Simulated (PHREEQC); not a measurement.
# Nickel, zinc or cadmium bath (model solution)

Solution (75 °C and 100 atm): 37 mmol/kgw CdSO4, 0.65 mmol/kgw Na2SO4 and 3.4 mmol/kgw H2SO4. Closed to the air; pH follows from the charge balance.

Model: ion-association model, phreeqc.dat, run in PHREEQC.

```yaml
pH: 2.73
ionic_strength: 0.0854 mol/kgw
density: 0.987 g/cm³
total_alkalinity: -6.80 meq/kg
```

```csv
species,molality,activity,log γ
Cd+2,0.0206,0.00732,-0.450
SO4-2,0.0166,0.00600,-0.443
CdSO4,0.0129,0.0132,0.009
HSO4-,0.00455,0.00351,-0.113
Cd(SO4)2-2,0.00343,0.00122,-0.450
H+,0.00225,0.00184,-0.087
Na+,0.00125,0.000970,-0.110
NaSO4-,4.99e-5,3.90e-5,-0.107
CdOH+,1.03e-8,7.94e-9,-0.113
Cd2OH+3,1.62e-9,1.58e-10,-1.013
```

Precipitation was switched off in this run. Under pressure, the constants of complexes without a molar volume in the database are unreliable. Constants without temperature data keep their 25 °C values here.
